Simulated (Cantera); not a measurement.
An isothermal, constant-pressure homogeneous reactor starts with CH4 : H2 : N2 = 0.019 : 1 : 0.00057 (molar parts), at 2148 K and 20.0 Torr. Integrator tolerance rtol = 1e-08.

Model: GRI-Mech 3.0 (53 species, 325 reactions), integrated in Cantera. GRI-Mech 3.0 stops at C3 and has no aromatics, soot or wall deposition, so with more carbon than oxygen in the feed, carbon stays in small species such as C2H2 where larger ones or solid carbon would form. Radical loss at walls, strong at low pressure, is not modelled.

```csv
quantity,before,after
x(CH4) at 10.0 s,1.60e-5 (gas-phase equilibrium 1.57e-5),0.00495 (gas-phase equilibrium 0.000591)
x(H2) at 10.0 s,0.965 (gas-phase equilibrium 0.965),0.987 (gas-phase equilibrium 0.990)
x(CH3) at 10.0 s,8.07e-6 (gas-phase equilibrium 7.92e-6),4.27e-5 (gas-phase equilibrium 5.25e-6)
x(C2H2) at 10.0 s,0.00901 (gas-phase equilibrium 0.00861),0.00668 (gas-phase equilibrium 0.00848)
x(HCN) at 10.0 s,1.31e-6 (gas-phase equilibrium 0.000805),2.48e-10 (gas-phase equilibrium 0.000706)
```

Which change was made?
(A) N2 0.00057 to 0.0004 parts
(B) temperature 2148 to 1625 K
(C) temperature 2148 to 2698 K
(D) temperature 2148 to 1250 K

B, temperature 2148 to 1625 K
